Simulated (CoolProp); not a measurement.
Vapour-liquid equilibrium of ethanol (1) + n-octane (2) at 445.2 K; x and y are mole fractions of (1).

Values from CoolProp's multi-fluid Helmholtz-energy mixture model, Schroeder 2014 and Beckmüller 2019; pair parameters Bell 2016.

```json
[
 {"x": "0.05", "bubble pressure (bar)": "5.285", "y at the bubble point": "0.391", "dew pressure at overall composition x (bar)": "3.324", "liquid density (mol/L)": "5.072"},
 {"x": "0.15", "bubble pressure (bar)": "8.281", "y at the bubble point": "0.610", "dew pressure at overall composition x (bar)": "3.741", "liquid density (mol/L)": "5.374"},
 {"x": "0.25", "bubble pressure (bar)": "10.14", "y at the bubble point": "0.687", "dew pressure at overall composition x (bar)": "4.265", "liquid density (mol/L)": "5.726"},
 {"x": "0.35", "bubble pressure (bar)": "11.40", "y at the bubble point": "0.730", "dew pressure at overall composition x (bar)": "4.945", "liquid density (mol/L)": "6.146"},
 {"x": "0.45", "bubble pressure (bar)": "12.36", "y at the bubble point": "0.762", "dew pressure at overall composition x (bar)": "5.867", "liquid density (mol/L)": "6.656"},
 {"x": "0.55", "bubble pressure (bar)": "13.20", "y at the bubble point": "0.792", "dew pressure at overall composition x (bar)": "7.184", "liquid density (mol/L)": "7.291"},
 {"x": "0.65", "bubble pressure (bar)": "14.01", "y at the bubble point": "0.825", "dew pressure at overall composition x (bar)": "9.166", "liquid density (mol/L)": "8.092"},
 {"x": "0.75", "bubble pressure (bar)": "14.79", "y at the bubble point": "0.863", "dew pressure at overall composition x (bar)": "11.99", "liquid density (mol/L)": "9.120"},
 {"x": "0.85", "bubble pressure (bar)": "15.57", "y at the bubble point": "0.909", "dew pressure at overall composition x (bar)": "14.55", "liquid density (mol/L)": "10.45"},
 {"x": "0.95", "bubble pressure (bar)": "16.30", "y at the bubble point": "0.967", "dew pressure at overall composition x (bar)": "16.11", "liquid density (mol/L)": "12.21"}
]
```

No azeotrope shows between x = 0.05 and 0.95.

Pair parameters are fitted to limited data, so mixtures are less certain than the pure fluids. With so large a gap from Raoult's law the liquid may split in two, which this calculation doesn't test in full.
